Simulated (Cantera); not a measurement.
# Halide evaporation, hydrolysis and transport: CsCl + H2

A closed system holds: 1 mol CsCl, 0.28 mol H2, held at 1675 K.

Method: chemical equilibrium by Gibbs-energy minimisation in Cantera with the NASA 1993 tables (ideal gas, pure condensed phases). Candidate condensed phases: Cs, CsCl; 9 gas species. Equilibrium is a limit: real reactors are often held back by kinetics, nucleation or transport.

From 0.100 Pa to 100000 Pa nothing is condensed. The main Cs-bearing gas is CsCl throughout.

```csv
P (Pa),x CsCl,x H2,x Cs2Cl2,x Cs,x HCl,x H,x Cl
0.100,0.672,0.157,7.48e-8,0.0622,0.0506,0.0461,0.0116
1.60,0.732,0.192,1.42e-6,0.0316,0.0300,0.0127,0.00155
25,0.757,0.207,2.37e-5,0.0161,0.0159,0.00334,0.000201
400,0.769,0.213,0.000392,0.00816,0.00813,0.000848,2.52e-5
6300,0.768,0.217,0.00615,0.00411,0.00410,0.000216,3.18e-6
100000,0.684,0.234,0.0775,0.00198,0.00198,5.62e-5,3.70e-7
```
x: gas mole fraction; nothing condenses.
